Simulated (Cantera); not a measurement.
Cantera run:

```python
import numpy as np
import cantera as ct

gas_names = """
    CL CL2 H HCL H2 Si SiCL SiCL2 SiCL3 SiCL4 SiH SiHCL3 SiH2 SiH2CL2 SiH3 SiH3CL SiH4 Si2 Si3
""".split()
cond_names = """
    Si(cr) Si(L)
""".split()


# ... load() reads the species with a 1 bar reference pressure and builds the phases ...
atoms = {
    'SiHCl3': {'Si': 1, 'H': 1, 'CL': 3},
    'H2': {'H': 2},
    'HCl': {'H': 1, 'CL': 1},
}
top_T = {}  # K; cautious upper limits of use, not melting points


# ... equilibrate(T, P, feed) seeds the gas with the atoms and calls Mixture.equilibrate('TP', solver="gibbs", rtol=1e-10, max_steps=50000) ...
results = []
feed = {'SiHCl3': 1, 'H2': 63, 'HCl': 0.06}  # mol
P = 1500  # Pa
for T in [1000, 1025, 1050, 1075, 1100, 1125, 1150, 1175, 1200, 1225, 1250, 1275, 1300, 1325]:
    mix = equilibrate(T, P, feed)
    results.append((T, P, feed, dict(zip(mix.species_names, mix.species_moles))))
    x = sorted(zip(gas.X, gas.species_names), reverse=True)
    print(f"T = {T:g} K  P = {P:g} Pa  gas = {mix.phase_moles(0):.4g} mol")
    print("   x: " + "  ".join(f"{s} {v:.3e}" for v, s in x if v > 0.0001))
    print("   condensed (mol): " + ("  ".join(f"{mix.phase(i).name} {mix.phase_moles(i):.4g}"
          for i in range(1, mix.n_phases) if mix.phase_moles(i) > 1e-12) or "none"))
```

It prints:

```
T = 1000 K  P = 1500 Pa  gas = 64.54 mol
   x: H2 9.748e-01  HCL 1.651e-02  SiCL4 5.480e-03  SiHCL3 2.280e-03  SiCL2 4.754e-04  SiCL3 3.280e-04  SiH2CL2 1.023e-04
   condensed (mol): Si(cr) 0.4407
T = 1025 K  P = 1500 Pa  gas = 64.6 mol
   x: H2 9.725e-01  HCL 1.955e-02  SiCL4 4.736e-03  SiHCL3 2.025e-03  SiCL2 7.016e-04  SiCL3 3.990e-04
   condensed (mol): Si(cr) 0.4859
T = 1050 K  P = 1500 Pa  gas = 64.67 mol
   x: H2 9.700e-01  HCL 2.271e-02  SiCL4 3.947e-03  SiHCL3 1.750e-03  SiCL2 9.941e-04  SiCL3 4.654e-04
   condensed (mol): Si(cr) 0.5314
T = 1075 K  P = 1500 Pa  gas = 64.74 mol
   x: H2 9.676e-01  HCL 2.586e-02  SiCL4 3.150e-03  SiHCL3 1.465e-03  SiCL2 1.350e-03  SiCL3 5.182e-04
   condensed (mol): Si(cr) 0.5751
T = 1100 K  P = 1500 Pa  gas = 64.81 mol
   x: H2 9.652e-01  HCL 2.882e-02  SiCL4 2.391e-03  SiCL2 1.752e-03  SiHCL3 1.181e-03  SiCL3 5.486e-04
   condensed (mol): Si(cr) 0.6148
T = 1125 K  P = 1500 Pa  gas = 64.87 mol
   x: H2 9.631e-01  HCL 3.143e-02  SiCL2 2.174e-03  SiCL4 1.719e-03  SiHCL3 9.148e-04  SiCL3 5.510e-04
   condensed (mol): Si(cr) 0.6485
T = 1150 K  P = 1500 Pa  gas = 64.92 mol
   x: H2 9.614e-01  HCL 3.357e-02  SiCL2 2.580e-03  SiCL4 1.170e-03  SiHCL3 6.806e-04  SiCL3 5.254e-04
   condensed (mol): Si(cr) 0.6749
T = 1175 K  P = 1500 Pa  gas = 64.96 mol
   x: H2 9.601e-01  HCL 3.520e-02  SiCL2 2.943e-03  SiCL4 7.600e-04  SiHCL3 4.889e-04  SiCL3 4.784e-04
   condensed (mol): Si(cr) 0.6939
T = 1200 K  P = 1500 Pa  gas = 64.99 mol
   x: H2 9.591e-01  HCL 3.633e-02  SiCL2 3.249e-03  SiCL4 4.761e-04  SiCL3 4.199e-04  SiHCL3 3.420e-04
   condensed (mol): Si(cr) 0.7063
T = 1225 K  P = 1500 Pa  gas = 65.01 mol
   x: H2 9.585e-01  HCL 3.707e-02  SiCL2 3.497e-03  SiCL3 3.592e-04  SiCL4 2.918e-04  SiHCL3 2.354e-04
   condensed (mol): Si(cr) 0.7133
T = 1250 K  P = 1500 Pa  gas = 65.03 mol
   x: H2 9.581e-01  HCL 3.752e-02  SiCL2 3.698e-03  SiCL3 3.025e-04  SiCL4 1.771e-04  SiHCL3 1.609e-04
   condensed (mol): Si(cr) 0.7166
T = 1275 K  P = 1500 Pa  gas = 65.04 mol
   x: H2 9.579e-01  HCL 3.778e-02  SiCL2 3.862e-03  SiCL3 2.527e-04  SiHCL3 1.101e-04  SiCL4 1.075e-04
   condensed (mol): Si(cr) 0.7172
T = 1300 K  P = 1500 Pa  gas = 65.04 mol
   x: H2 9.577e-01  HCL 3.790e-02  SiCL2 3.999e-03  SiCL3 2.105e-04
   condensed (mol): Si(cr) 0.7161
T = 1325 K  P = 1500 Pa  gas = 65.05 mol
   x: H2 9.577e-01  HCL 3.794e-02  SiCL2 4.118e-03  SiCL3 1.754e-04
   condensed (mol): Si(cr) 0.714
```

These are equilibrium values from Cantera (NASA tables, ideal gas, pure condensed phases), not measurements of a reactor. The tables' values for SiCl3 are old estimates; treat these amounts as uncertain.
